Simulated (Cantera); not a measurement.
**Thermodynamics of nitride etching, feed Si3N4 + F2**

Feed: 1 mol Si3N4, a varied amount of F2, equilibrated at 1448.15 K and 0.100 bar.

Method: chemical equilibrium by Gibbs-energy minimisation in Cantera with the NASA 1993 tables (ideal gas, pure condensed phases). Candidate condensed phases: Si, Si3N4; 16 gas species. The tables' values for SiF3, SiF2 are old estimates; treat these amounts as uncertain. Kinetics and transport are ignored.

| n(F2) (mol) | x F | x SiF4 | x N2 | x SiF3 | x F2 | x SiF2 | x NF2 | x NF3 | n Si3N4(s) |
|---|---|---|---|---|---|---|---|---|---|
| 2.1 | 7.95e-12 | 0.580 | 0.400 | 0.0198 | <1e-12 | 0.000424 | <1e-12 | <1e-12 | 0.647 |
| 3.1 | 7.95e-12 | 0.580 | 0.400 | 0.0198 | <1e-12 | 0.000424 | <1e-12 | <1e-12 | 0.479 |
| 4.2 | 7.95e-12 | 0.580 | 0.400 | 0.0198 | <1e-12 | 0.000424 | <1e-12 | <1e-12 | 0.294 |
| 5.2 | 7.95e-12 | 0.580 | 0.400 | 0.0198 | <1e-12 | 0.000424 | <1e-12 | <1e-12 | 0.126 |
| 6.3 | 0.107 | 0.536 | 0.357 | 1.37e-12 | 0.000247 | <1e-12 | 7.01e-9 | 8.26e-10 | 0 |
| 7.3 | 0.338 | 0.396 | 0.264 | <1e-12 | 0.00248 | <1e-12 | 6.04e-8 | 2.26e-8 | 0 |
| 8.4 | 0.482 | 0.308 | 0.205 | <1e-12 | 0.00505 | <1e-12 | 1.08e-7 | 5.78e-8 | 0 |
| 9.4 | 0.566 | 0.256 | 0.171 | <1e-12 | 0.00697 | <1e-12 | 1.37e-7 | 8.55e-8 | 0 |
| 10 | 0.604 | 0.233 | 0.155 | <1e-12 | 0.00794 | <1e-12 | 1.48e-7 | 9.90e-8 | 0 |
| 12 | 0.692 | 0.178 | 0.119 | <1e-12 | 0.0104 | <1e-12 | 1.70e-7 | 1.30e-7 | 0 |
x: gas mole fraction; n: condensed amount in mol.

From 2.1 mol F2 to 5.2 mol F2 the condensed part is Si3N4(s). From 6.3 mol F2 to 12 mol F2 nothing is condensed. The main Si-bearing gas is SiF4 throughout.
